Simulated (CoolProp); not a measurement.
Saturation properties of propane (Tc = 369.9 K, pc = 42.51 bar, ω = 0.152).

Values from CoolProp's reference Helmholtz-energy equation of state, Lemmon 2009.

```csv
T (K),p (bar),liquid density (kg/m³),enthalpy of vaporisation (kJ/kg),liquid conductivity (mW/(m K))
220.3,0.6148,593.1,436.6,136
238.4,1.386,572.3,417.7,125
256.6,2.763,550.1,396.6,115
274.7,4.973,526.5,372.7,105
292.9,8.310,500.4,344.7,96.3
311,13.03,471.2,311.5,88.0
329.2,19.50,436.6,269.8,80.1
347.3,28.03,392.0,213.8,72.6
```

It boils at 231.0 K under 1 atm.

Thermal conductivity comes from a separate model (Marsh 2002).
